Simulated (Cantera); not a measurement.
Pyrogenic steam for wet oxidation

A perfectly stirred reactor is fed with 17.6 % H₂, 11.8 % O₂, 70.6 % N₂, equivalence ratio 0.75, at 263 Torr; it is held at 1075 K, and followed from long to short residence time.

Computed with Cantera and the H2/O2 subset of GRI-Mech 3.0, which has no nitrogen chemistry. The temperature is held fixed by assumption; the heat of reaction is taken as removed at once.

| τ (s) | x H₂ | x O₂ | x O | x H₂O₂ | x HO₂ | x H | x OH |
|---|---|---|---|---|---|---|---|
| 30 | 5.58e-5 | 0.0323 | 1.49e-6 | 1.89e-7 | 1.51e-6 | 4.46e-7 | 2.38e-5 |
| 8.4 | 0.000132 | 0.0323 | 3.93e-6 | 3.73e-7 | 3.10e-6 | 1.59e-6 | 3.61e-5 |
| 2.4 | 0.000298 | 0.0324 | 1.03e-5 | 6.86e-7 | 5.58e-6 | 5.55e-6 | 5.58e-5 |
| 0.66 | 0.000665 | 0.0325 | 2.69e-5 | 1.11e-6 | 8.82e-6 | 2.00e-5 | 9.03e-5 |
| 0.19 | 0.00140 | 0.0329 | 6.52e-5 | 1.51e-6 | 1.21e-5 | 6.85e-5 | 0.000147 |
| 0.053 | 0.00293 | 0.0336 | 0.000153 | 1.82e-6 | 1.50e-5 | 0.000238 | 0.000244 |
| 0.015 | 0.00596 | 0.0350 | 0.000339 | 2.00e-6 | 1.74e-5 | 0.000789 | 0.000405 |
| 0.0042 | 0.0119 | 0.0380 | 0.000716 | 2.05e-6 | 1.97e-5 | 0.00248 | 0.000665 |
| 0.0012 | 0.0230 | 0.0439 | 0.00141 | 2.00e-6 | 2.24e-5 | 0.00683 | 0.00105 |
x: mole fraction; the columns are a selection and need not sum to one.
